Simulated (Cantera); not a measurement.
A perfectly stirred reactor is fed with CH₄ : H₂ : H : H₂O = 0.021 : 1 : 0.12 : 0.0015 (molar parts), at 0.133 bar; it is held at 2075 K, and followed from long to short residence time.

Model: GRI-Mech 3.0 (53 species, 325 reactions), integrated in Cantera. GRI-Mech 3.0 stops at C3 and has no aromatics, soot or wall deposition, so with more carbon than oxygen in the feed, carbon stays in small species such as C2H2 where larger ones or solid carbon would form.

x: mole fraction; the columns are a selection and need not sum to one.

```json
[
 {"τ (s)": "6.2", "x CH₄": "0.000328", "x H₂": "0.982", "x H": "0.00745", "x CH₃": "4.85e-5", "x C₂H": "1.56e-6", "x C₂H₄": "5.06e-6", "x C₂H₆": "1.52e-9"},
 {"τ (s)": "1.9", "x CH₄": "0.000542", "x H₂": "0.982", "x H": "0.00768", "x CH₃": "8.24e-5", "x C₂H": "1.60e-6", "x C₂H₄": "5.05e-6", "x C₂H₆": "4.18e-9"},
 {"τ (s)": "0.57", "x CH₄": "0.000889", "x H₂": "0.981", "x H": "0.00818", "x CH₃": "0.000144", "x C₂H": "1.68e-6", "x C₂H₄": "5.12e-6", "x C₂H₆": "1.20e-8"},
 {"τ (s)": "0.18", "x CH₄": "0.00134", "x H₂": "0.980", "x H": "0.00917", "x CH₃": "0.000244", "x C₂H": "(withheld)", "x C₂H₄": "5.45e-6", "x C₂H₆": "3.08e-8"},
 {"τ (s)": "0.053", "x CH₄": "0.00184", "x H₂": "0.977", "x H": "0.0114", "x CH₃": "0.000416", "x C₂H": "(withheld)", "x C₂H₄": "6.40e-6", "x C₂H₆": "7.21e-8"},
 {"τ (s)": "0.016", "x CH₄": "0.00206", "x H₂": "0.972", "x H": "0.0162", "x CH₃": "0.000663", "x C₂H": "(withheld)", "x C₂H₄": "8.26e-6", "x C₂H₆": "1.28e-7"},
 {"τ (s)": "0.0050", "x CH₄": "0.00190", "x H₂": "0.963", "x H": "0.0254", "x CH₃": "0.000955", "x C₂H": "(withheld)", "x C₂H₄": "1.07e-5", "x C₂H₆": "1.64e-7"},
 {"τ (s)": "0.0015", "x CH₄": "0.00166", "x H₂": "0.948", "x H": "0.0398", "x CH₃": "0.00131", "x C₂H": "(withheld)", "x C₂H₄": "1.38e-5", "x C₂H₆": "1.86e-7"},
 {"τ (s)": "0.00046", "x CH₄": "0.00179", "x H₂": "0.934", "x H": "0.0539", "x CH₃": "0.00188", "x C₂H": "9.97e-6", "x C₂H₄": "2.06e-5", "x C₂H₆": "2.76e-7"},
 {"τ (s)": "0.00014", "x CH₄": "0.00246", "x H₂": "0.922", "x H": "0.0649", "x CH₃": "0.00300", "x C₂H": "1.05e-5", "x C₂H₄": "3.69e-5", "x C₂H₆": "5.71e-7"}
]
```

**Question.** Complete the blanks.

**Answer.** 
- 0.18, x C₂H: 1.86e-6
- 0.053, x C₂H: 2.26e-6
- 0.016, x C₂H: 3.15e-6
- 0.0050, x C₂H: 4.92e-6
- 0.0015, x C₂H: 7.69e-6
